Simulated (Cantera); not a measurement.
A closed system holds: 1 mol SiCl₄, 4.3 mol HCl, 380 mol H₂, at 1275 K and 75.0 Torr.

Equilibrium computed with Cantera from the NASA thermochemical tables; the gas is ideal and each condensed phase is pure. Candidate condensed phases: Si; 19 gas species. The tables' values for SiCl₃ are old estimates; treat these amounts as uncertain. The numbers say what is thermodynamically allowed, not how fast it happens.

Base state: H₂ 0.980, HCl 0.0189, SiCl₂ 0.000942, SiHCl₃ 8.95e-5, SiCl₃ 7.87e-5, SiCl₄ 4.27e-5, SiH₂Cl₂ 2.60e-5 (mole fractions); condensed: Si(s).

Q: What changes in the equilibrium state with this change: temperature from 1275 K to 1725 K?

A: 
```json
[
 {"species": "H₂", "before": "0.980", "after": "0.979"},
 {"species": "HCl", "before": "0.0189", "after": "0.0189"},
 {"species": "SiCl₂", "before": "0.000942", "after": "0.00126"},
 {"species": "H", "before": "2.31e-6", "after": "0.000581"},
 {"species": "Si", "before": "<1e-9", "after": "1.02e-5"},
 {"species": "SiCl₄", "before": "4.27e-5", "after": "4.37e-8"},
 {"species": "SiH₂", "before": "4.84e-8", "after": "1.69e-5"},
 {"species": "Si(s), mol", "before": "0.544", "after": "0"},
 {"species": "Si(l), mol", "before": "0", "after": "0.494"}
]
```
Gases not in the tables: Si₂H₆ and higher silanes.
